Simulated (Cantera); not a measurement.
Source: NASA polynomial tables (part measured, part estimated), evaluated in Cantera. Values are per mole of reaction as written; species without (g) are pure solids or liquids, kept so even where they would boil at 1 bar.

Between 873 and 1623 K, where is each reaction favourable under standard conditions?
- 3 FeCl2 = Fe + 2 FeCl3(g)
- 2 FeCl2 + Cl2(g) = 2 FeCl3(g)


- 3 FeCl2 = Fe + 2 FeCl3(g): ΔG° is 222 kJ at 873 K and 106 kJ at 1623 K; it stays positive (K < 1). ΔH° is 290 kJ and ΔS° 113 J/K at 1623 K.
- 2 FeCl2 + Cl2(g) = 2 FeCl3(g): ΔG° is -10 kJ at 873 K and -73 kJ at 1623 K; it stays negative (K > 1). ΔH° is 14 kJ and ΔS° 54 J/K at 1623 K.
